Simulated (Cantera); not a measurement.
A closed system holds: 1 mol Pb, 0.07 mol CO, 0.32 mol N₂, equilibrated at 6.00 mbar.

Cantera equilibrium calculation (NASA polynomials, part measured and part estimated; ideal gas, pure solids and liquids). Candidate condensed phases: C, Pb, PbO, PbO₂, Pb₃O₄; 27 gas species. Kinetics and transport are ignored.

Q: What share of the Pb ends up in condensed phases as a function of T (°C), at 700, 750, 800, 850, 900, 950, 1000, 1050, 1100?

A: 
```tsv
T (°C)	Pb condensed (%)	as
700	99.9	Pb(l)
750	99.8	Pb(l)
800	99.5	Pb(l)
850	98.8	Pb(l)
900	97.1	Pb(l)
950	93.0	Pb(l)
1000	82.8	Pb(l)
1050	44.8	Pb(l)
1100	0.0	-
```
